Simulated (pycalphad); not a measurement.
CALPHAD calculation (pycalphad, COST 507 light-alloy database (1999)), 1 atm. The database dates from 1999; later assessments differ in places, in temperatures and in the compounds included. Amounts are mole fractions of atoms.

Question: Give the equilibrium state of Si-24.76Cu (wt.%) at 852 °C.

Answer: 
```
T = 1125.00 K, P = 101325 Pa, N = 1 mol of atoms
G = -39872 J/mol, H = 22850 J/mol, S = 55.75 J/(mol K)  (SER reference)
chemical potentials (J/mol): Si -36496, Cu -63075
phase             fraction      x(Si)      x(Cu)
DIAMOND_A4          0.8103     1.0000       none
LIQUID              0.1897     0.3307     0.6693
```

Question: Give the equilibrium state of Si-24.76Cu (wt.%) at 777 °C.

Answer: diamond (Si), fraction 0.833, with no Cu wt.%; CU19SI6_ETA, fraction 0.167, with 87.8 Cu wt.%.

Database names, with the compositions (at.%) that they take in these runs: CU19SI6_ETA: Cu 76 Si 24. DIAMOND_A4 is diamond (Si). An entry "none" or "no" means that the model of the phase leaves that element out.
